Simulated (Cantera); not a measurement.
Mixture: 25.8 % H2, 15.5 % O2, 58.6 % N2, at 3.80 bar, adiabatic and at constant volume. Ignition delay is the time to a rise of 400 K.

Detailed kinetics in Cantera: GRI-Mech 3.0 (53 species, 325 reactions). The hydrogen kinetics of GRI-Mech 3.0 are dated; newer H2 mechanisms differ, most at raised pressure. Where the delays flatten at high temperature, the 400 K rule measures the pace of heat release, not the induction time.

Task: Predict: delay at 1250 K; delay at 1450 K; delay at 1650 K; delay at 1850 K.

Result: 
* **delay at 1250 K**: 10.8 µs
* **delay at 1450 K**: 4.19 µs
* **delay at 1650 K**: 2.47 µs
* **delay at 1850 K**: 1.87 µs
